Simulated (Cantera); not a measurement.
What does this Cantera script print?

```python
import numpy as np
import cantera as ct

gas_names = """
    N CO NO2 NO O2 CO2 O3
""".split()
cond_names = """
    C(gr)
""".split()


# ... load() reads the species with a 1 bar reference pressure and builds the phases ...
species = {s.name: s for s in load("nasa_gas.yaml", gas_names) + load("nasa_condensed.yaml", cond_names)}
# Each term lists the table entries of one substance; the one whose range holds T is used.
reactions = {
    'N(g) + 2 CO(g) = 2 C + NO2(g)':
        [(-1, ['N']), (-2, ['CO']), (2, ['C(gr)']), (1, ['NO2'])],
    '2 NO(g) = 2 N(g) + O2(g)':
        [(-2, ['NO']), (2, ['N']), (1, ['O2'])],
    '3 CO2(g) = 3 C + 2 O3(g)':
        [(-3, ['CO2']), (3, ['C(gr)']), (2, ['O3'])],
}


def pick(names, T):
    return next(species[n] for n in names if species[n].thermo.min_temp <= T <= species[n].thermo.max_temp)


results = []
for label, terms in reactions.items():
    print(label)
    print("     T/K   dH/kJ  dS/(J/K)   dG/kJ   log10 K")
    for T in [300, 448, 648, 848, 1048, 1248, 1448, 1648, 1848, 2048, 2248]:
        used = [(nu, pick(names, T)) for nu, names in terms]
        dH = sum(nu * s.thermo.h(T) for nu, s in used) / 1e6
        dS = sum(nu * s.thermo.s(T) for nu, s in used) / 1e3
        dG = dH - T * dS / 1e3
        logK = -dG * 1e6 / (ct.gas_constant * T * np.log(10))
        results.append((label, T, dH, dS, dG, logK, [s.name for _, s in used]))
        print(f"{T:8g} {dH:8.1f} {dS:8.1f} {dG:8.1f} {logK:8.2f}")
```

Output:

```
N(g) + 2 CO(g) = 2 C + NO2(g)
     T/K   dH/kJ  dS/(J/K)   dG/kJ   log10 K
     300   -217.5   -297.1   -128.3    22.34
     448   -220.1   -304.5    -83.7     9.76
     648   -221.1   -306.4    -22.5     1.82
     848   -220.3   -305.3     38.6    -2.38
    1048   -218.6   -303.6     99.5    -4.96
    1248   -216.5   -301.8    160.1    -6.70
    1448   -214.2   -300.0    220.2    -7.95
    1648   -211.6   -298.3    280.1    -8.88
    1848   -208.7   -296.7    339.6    -9.60
    2048   -205.7   -295.2    398.8   -10.17
    2248   -202.5   -293.7    457.7   -10.63
2 NO(g) = 2 N(g) + O2(g)
     T/K   dH/kJ  dS/(J/K)   dG/kJ   log10 K
     300    762.8     90.3    735.7  -128.10
     448    764.6     95.0    722.0   -84.18
     648    766.8     99.2    702.6   -56.63
     848    768.9    102.0    682.4   -42.03
    1048    770.6    103.8    661.8   -32.99
    1248    772.2    105.2    640.9   -26.83
    1448    773.6    106.2    619.8   -22.36
    1648    774.9    107.1    598.4   -18.97
    1848    776.2    107.8    576.9   -16.31
    2048    777.4    108.4    555.3   -14.16
    2248    778.6    109.0    533.6   -12.40
3 CO2(g) = 3 C + 2 O3(g)
     T/K   dH/kJ  dS/(J/K)   dG/kJ   log10 K
     300   1464.1   -146.2   1508.0  -262.55
     448   1463.8   -147.3   1529.7  -178.36
     648   1465.2   -144.8   1559.0  -125.66
     848   1467.6   -141.5   1587.6   -97.79
    1048   1470.3   -138.7   1615.6   -80.52
    1248   1472.6   -136.6   1643.1   -68.77
    1448   1475.0   -134.8   1670.3   -60.25
    1648   1478.1   -132.8   1697.0   -53.79
    1848   1482.4   -130.4   1723.4   -48.71
    2048   1488.3   -127.4   1749.1   -44.61
    2248   1495.9   -123.8   1774.3   -41.23
```

Source: NASA polynomial tables (part measured, part estimated), evaluated in Cantera. Condensed species are held in their standard states even where they would react or evaporate.
